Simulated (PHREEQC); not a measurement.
**Geothermal or formation water**

A made-up water analysis in mmol/kgw, 80 °C, pH 6.31, pe 8.8: Na 83.4; K 2.48; Ca 0.458; Mg 13.4; Cl 86.9; S(6) 5.09; Alkalinity (meq/kgw) 2.87; Ni 0.0373; N(5) 0.132.

Cl is adjusted to close the charge balance.
Valence states are taken as typed.

The numbers come from PHREEQC with the ion-association model, wateq4f.dat.

Precipitation was switched off in this run.

Q: What ionic strength does the model give?

A: ionic strength 0.122 mol/kgw.

Q: In which forms is Mg present?

A: Mg+2 82 %, MgSO4 16 %, MgHCO3+ 1.4 % of the Mg.

Away from 25 °C the constants follow the database's enthalpies or fits; those with neither stay at their 25 °C values. The database's nickel carbonate constants are estimates that later reviews lower a good deal.
